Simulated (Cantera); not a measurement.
**Formation from one mole of Cl₂**

Cantera with NASA thermochemical tables; ideal gases at 1 bar, condensed phases pure. Values are per mole of reaction as written; species without (g) are pure solids or liquids, kept so even where they would boil at 1 bar.

Pb + Cl₂(g) → PbCl₂(g)

```
T (K)  ΔH° (kJ)  ΔS° (J/K)  ΔG° (kJ)  log10 K  condensed phases
-----  --------  ---------  --------  -------  ----------------
300      -174.1       29.3    -182.9    31.84             Pb(s)
550      -175.8       25.2    -189.7    18.01             Pb(s)
650      -181.5       15.6    -191.7    15.40             Pb(l)
750      -182.5       14.3    -193.2    13.45             Pb(l)
850      -183.4       13.1    -194.6    11.96             Pb(l)
950      -184.3       12.1    -195.8    10.77             Pb(l)
1050     -185.2       11.2    -197.0     9.80             Pb(l)
1150     -186.1       10.4    -198.1     9.00             Pb(l)
1250     -186.9        9.7    -199.1     8.32             Pb(l)
1350     -187.7        9.1    -200.0     7.74             Pb(l)
```

0.6667 Fe + Cl₂(g) → 0.3333 Fe₂Cl₆(g)

| T (K) | ΔH° (kJ) | ΔS° (J/K) | ΔG° (kJ) | log10 K | condensed phases |
|---|---|---|---|---|---|
| 300 | -218.1 | -62.3 | -199.4 | 34.72 | Fe(α) |
| 550 | -216.8 | -59.1 | -184.4 | 17.51 | Fe(α) |
| 650 | -216.6 | -58.7 | -178.5 | 14.34 | Fe(α) |
| 750 | -216.6 | -58.6 | -172.6 | 12.02 | Fe(α) |
| 850 | -216.7 | -58.8 | -166.7 | 10.25 | Fe(α) |
| 950 | -217.2 | -59.3 | -160.8 | 8.84 | Fe(α) |
| 1050 | -218.8 | -60.9 | -154.8 | 7.70 | Fe(α) |
| 1150 | -219.8 | -61.8 | -148.7 | 6.75 | Fe(α) |
| 1250 | -220.4 | -62.4 | -142.5 | 5.95 | Fe(γ) |
| 1350 | -220.4 | -62.4 | -136.2 | 5.27 | Fe(γ) |

0.6667 Ti + Cl₂(g) → 0.6667 TiCl₃(g)

```
T (K)  ΔH° (kJ)  ΔS° (J/K)  ΔG° (kJ)  log10 K  condensed phases
-----  --------  ---------  --------  -------  ----------------
300      -359.6      -32.3    -349.9    60.91             Ti(α)
550      -359.7      -32.8    -341.7    32.45             Ti(α)
650      -359.7      -32.7    -338.4    27.19             Ti(α)
750      -359.7      -32.8    -335.1    23.34             Ti(α)
850      -359.8      -32.9    -331.9    20.39             Ti(α)
950      -359.9      -33.0    -328.6    18.07             Ti(α)
1050     -360.2      -33.3    -325.2    16.18             Ti(α)
1150     -360.9      -33.9    -321.9    14.62             Ti(α)
1250     -363.4      -36.1    -318.3    13.30             Ti(β)
1350     -363.5      -36.1    -314.7    12.18             Ti(β)
```
